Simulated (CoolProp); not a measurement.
Carbon monoxide along the isobar 979 kPa: Z from the reference equation and from simpler models built on Tc = -140.3 °C, pc = 3498 kPa, ω = 0.050; each cubic takes its own stable root.

Computed with CoolProp (reference Helmholtz-energy equation of state, Lemmon 2006). It is a short technical equation, of lower accuracy than the large ones.

```
T (°C)    phase  reference
-------  ------  ---------
-185.55  liquid    0.04897
-171.65  liquid    0.04647
-157.65     gas     0.8386
-143.75     gas     0.8908
-129.75     gas     0.9220
-115.85     gas     0.9423
-101.95     gas     0.9564
-87.95      gas     0.9667
-74.05      gas     0.9743
-60.05      gas     0.9802
-46.15      gas     0.9847
-32.25      gas     0.9882
```

How far does each simpler model (Soave-Redlich-Kwong, Peng-Robinson) lie from the reference over these 12 states: mean and median of the absolute difference, and the worst?


- Soave-Redlich-Kwong: mean 0.3 %, median 0.2 %, worst +2.3 % at -171.65 °C and 979 kPa
- Peng-Robinson: mean 2.4 %, median 0.9 %, worst -11.1 % at -185.55 °C and 979 kPa
